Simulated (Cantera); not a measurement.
An isothermal, constant-pressure homogeneous reactor starts with C2H6 : N2 = 1 : 17 (molar parts), at 1375 K and 0.0970 bar.

Computed with Cantera and GRI-Mech 3.0 (53 species, 325 reactions). GRI-Mech 3.0 stops at C3 and has no aromatics, soot or wall deposition, so with more carbon than oxygen in the feed, carbon stays in small species such as C2H2 where larger ones or solid carbon would form.

Predict: x(C2H6) at 4.00 s; x(CH3) at 4.00 s; x(H2) at 4.00 s; x(HCN) at 4.00 s; x(C2H2) at 4.00 s; x(C2H4) at 4.00 s.


| Quantity | Value |
|---|---|
| x(C2H6) at 4.00 s | 1.40e-6 (gas-phase equilibrium 4.97e-8) |
| x(CH3) at 4.00 s | 7.29e-6 (gas-phase equilibrium 1.11e-6) |
| x(H2) at 4.00 s | 0.0809 (gas-phase equilibrium 0.0976) |
| x(HCN) at 4.00 s | 4.57e-8 (gas-phase equilibrium 0.0571) |
| x(C2H2) at 4.00 s | 0.0436 (gas-phase equilibrium 0.0206) |
| x(C2H4) at 4.00 s | 0.000398 (gas-phase equilibrium 0.000215) |
